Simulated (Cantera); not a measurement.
A freely propagating, adiabatic, planar premixed flame of 4.92 % C3H8, 16.4 % O2, 61.5 % N2, 17.2 % CO2, unburnt at 475 K and 0.188 atm; mixture-averaged transport, grid criteria slope 0.08 and curve 0.16, no radiation.

Detailed kinetics in Cantera: GRI-Mech 3.0 (53 species, 325 reactions). GRI-Mech 3.0 was tuned for natural gas; its chemistry of propane as a main component is partial and can be far from experiment. Burning velocities carry a grid error of a few per cent, more on coarse grids.

x: mole fraction of selected species; z is measured from the peak of heat release.

```
z (mm)  T (K)  u (m/s)    x C3H8      x O2  x CO2     x NO       x O     x CH4
------  -----  -------  --------  --------  -----  -------  --------  --------
-8.86     476    0.322    0.0490     0.163  0.171    <1e-8     <1e-8   6.82e-6
-5.91     481    0.327    0.0487     0.161  0.171  1.38e-8     <1e-8   3.91e-5
-4.43     500    0.343    0.0484     0.158  0.169  6.19e-8     <1e-8  0.000145
-2.95     595    0.414    0.0463     0.146  0.167  3.67e-7     <1e-8  0.000607
-1.48     938    0.678    0.0308     0.104  0.161  2.00e-6   3.21e-7   0.00218
-0.738    ___    0.919       ___       ___  0.160      ___       ___       ___
0        1512     1.15  0.000301    0.0295  0.161  6.43e-6  0.000127   0.00220
0.738    1645     1.26       ___       ___  0.162      ___  0.000265       ___
1.48     1682     1.29     <1e-8   0.00323  0.164  1.52e-5  0.000284   5.52e-5
2.95     1695     1.30     <1e-8  0.000725  0.165  2.00e-5  0.000240   9.50e-7
5.91     1703     1.31     <1e-8  0.000426  0.165  2.35e-5  0.000192     <1e-8
11.8     1714     1.31     <1e-8  0.000296  0.165  2.51e-5  0.000134     <1e-8
23.6     1727     1.32     <1e-8  0.000164  0.164  2.56e-5   7.34e-5     <1e-8
```

Q: Fill in the missing entries.

A: 
- -0.738, T (K): 1233
- -0.738, x C3H8: 0.0109
- -0.738, x O2: 0.0668
- -0.738, x NO: 3.72e-6
- -0.738, x O: 1.26e-5
- -0.738, x CH4: 0.00325
- 0.738, x C3H8: 2.34e-7
- 0.738, x O2: 0.00993
- 0.738, x NO: 1.09e-5
- 0.738, x CH4: 0.000452
